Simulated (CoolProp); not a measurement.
Computed with CoolProp (reference Helmholtz-energy equation of state, Span 2000).

**Question.** Give the vapour pressure (MPa), vapour density (kg/m³), enthalpy of vaporisation (kJ/kg), surface tension (mN/m) of saturated nitrogen at 93.1, 97.3, 107.7 K.

**Answer.** 
| T (K) | p (MPa) | vapour density (kg/m³) | enthalpy of vaporisation (kJ/kg) | surface tension (mN/m) |
|---|---|---|---|---|
| 93.1 | 0.466 | 19.3 | 175 | 5.47 |
| 97.3 | 0.642 | 26.4 | 167 | 4.62 |
| 107.7 | 1.28 | 53.8 | 141 | 2.65 |

Surface tension comes from a separate correlation (Mulero 2012).
